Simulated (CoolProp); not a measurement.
Vapour-liquid equilibrium of isobutane (1) + n-butane (2) at 355.8 K; x and y are mole fractions of (1).

Values from CoolProp's multi-fluid Helmholtz-energy mixture model, Bücker 2006 and Bücker 2006; pair parameters Kunz 2012.

Problem. Give the bubble pressure and the first vapour's composition at x = 0.05, 0.65, 0.8. Is there an azeotrope?

Solution. x = 0.05: 10.87 bar, y = 0.061; x = 0.65: 12.91 bar, y = 0.694; x = 0.8: 13.44 bar, y = 0.830. No azeotrope shows between x = 0.05 and 0.95.

The pair parameters rest on a limited set of measurements; away from them the model extrapolates.
